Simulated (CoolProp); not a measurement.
CH2F2 (R32) at 257.15 K and 1 MPa flows at 8.1 m/s in a round tube of 25 mm bore and 0.25 µm roughness, fully developed (64/Re and Nu = 3.66 if laminar; Colebrook and Gnielinski if turbulent). Each further row changes one setting.

The numbers come from the reference Helmholtz-energy equation of state, Tillner-Roth 1997 in CoolProp.

| case | Reynolds number | Darcy friction factor | pressure drop (Pa/m) | heat-transfer coefficient (W/(m² K)) | mass flow (kg/h) |
|---|---|---|---|---|---|
| as stated | 1200000 | 0.0115 | 16800 | 17300 | 15900 |
| velocity 16.2 m/s | 2400000 | 0.0105 | 60900 | 31700 | 31800 |
| diameter 50 mm | 2400000 | 0.0103 | 7480 | 15600 | 63500 |

Viscosity comes from a separate model (Bell 2016), an estimate that may be off by 10 % or more. Thermal conductivity comes from a separate model (Huber 2003), an estimate that may be off by 10 % or more.
